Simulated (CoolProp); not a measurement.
A simple Rankine cycle with R21: condensing at 300.15 K, boiler at 2.67 MPa, turbine inlet 425.2 K, turbine efficiency 0.6, pump efficiency 0.6, no recuperator. Each further row changes one setting.

The numbers come from the reference Helmholtz-energy equation of state, Platzer 1990 in CoolProp. This equation is an older, rougher fit; its heat capacities, sound speeds and derivatives of the liquid may be far off and weren't checked against measurements.

```
case                             thermal efficiency (%)  net work (kJ/kg)  heat in (kJ/kg)  turbine exit temperature (K)  volume ratio over the turbine
-------------------------------  ----------------------  ----------------  ---------------  ----------------------------  -----------------------------
as stated                                          12.4              34.7              279                         323.5                              ?
turbine inlet 445.2 K                                 ?              38.3              299                         347.6                              ?
condensing temperature 292.15 K                    13.3              38.3              287                         316.4                           17.8
boiler pressure 1.87 MPa                              ?              33.8              292                             ?                           9.10
turbine efficiency 0.5                                ?              28.4              279                         333.1                              ?
```

Q: Complete the blanks.

A: 
- as stated, volume ratio over the turbine: 13.7
- turbine inlet 445.2 K, thermal efficiency (%): 12.8
- turbine inlet 445.2 K, volume ratio over the turbine: 13.2
- boiler pressure 1.87 MPa, thermal efficiency (%): 11.5
- boiler pressure 1.87 MPa, turbine exit temperature (K): 345.2
- turbine efficiency 0.5, thermal efficiency (%): 10.2
- turbine efficiency 0.5, volume ratio over the turbine: 14.2
